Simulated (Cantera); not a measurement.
Charge: 1 mol Si, 0.086 mol HCl, 0.07 mol O2, held at 823.15 K and 10000 Pa.

Equilibrium computed with Cantera from the NASA thermochemical tables; the gas is ideal and each condensed phase is pure. Candidate condensed phases: H2O, Si, SiO2; 30 gas species. The tables' values for SiCl3 are old estimates; treat these amounts as uncertain. Kinetics and transport are ignored.

Base state: H2 0.643, SiCl4 0.290, SiHCl3 0.0624, HCl 0.00361, SiH2Cl2 0.00113, SiCl3 0.000269, SiCl2 2.23e-5 (mole fractions); condensed: Si(s) + SiO2(α-quartz).

**Question.** What changes in the equilibrium state with this change: temperature from 823.15 K to 1025 K?

**Answer.** 
```tsv
species	before	after
H2	0.643	0.628
SiCl4	0.290	0.281
SiHCl3	0.0624	0.0558
HCl	0.00361	0.0271
SiCl2	2.23e-5	0.00209
SiCl3	0.000269	0.00531
SiH2Cl2	0.00113	0.00123
Si(s), mol	0.908	0.908
SiO2(α-quartz), mol	0.0700	0
SiO2(β-quartz), mol	0	0.0700
```
Mutual solubility and eutectic melting of coexisting phases are not modelled.
